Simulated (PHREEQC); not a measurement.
Make-up at 26 °C: 0.00083 mol/kgw H3AsO4, 0.24 mol/kgw HCl and 0.00019 mol/kgw CuSO4. Closed to the air; pH follows from the charge balance.

Computed with PHREEQC (ion-association model, wateq4f.dat).

This is a speciation only: nothing precipitates in the calculation.

Predict the pH, activity of water.

pH 0.72; activity of water 0.992.

In which forms is As present?

H3AsO4 96 %, H2AsO4- 3.6 % of the As.

The database has no arsenate complexes of Cu.
